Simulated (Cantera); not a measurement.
Source: NASA polynomial tables (part measured, part estimated), evaluated in Cantera. Values are per mole of reaction as written; species without (g) are pure solids or liquids, kept so even where they would boil at 1 bar.

Problem. Between 300 and 1198 K, where is each reaction favourable under standard conditions?
- 4 Cr + N₂(g) → 2 Cr₂N
- 3 H₂(g) + N₂(g) → 2 NH₃(g)

Solution. 
- 4 Cr + N₂(g) → 2 Cr₂N: ΔG° is -204 kJ at 300 K and -77 kJ at 1198 K; it stays negative (K > 1). ΔH° is -234 kJ and ΔS° -132 J/K at 1198 K.
- 3 H₂(g) + N₂(g) → 2 NH₃(g): ΔG° is -32 kJ at 300 K and 170 kJ at 1198 K; it changes sign between 300 and 698 K. ΔH° is -112 kJ and ΔS° -236 J/K at 1198 K.
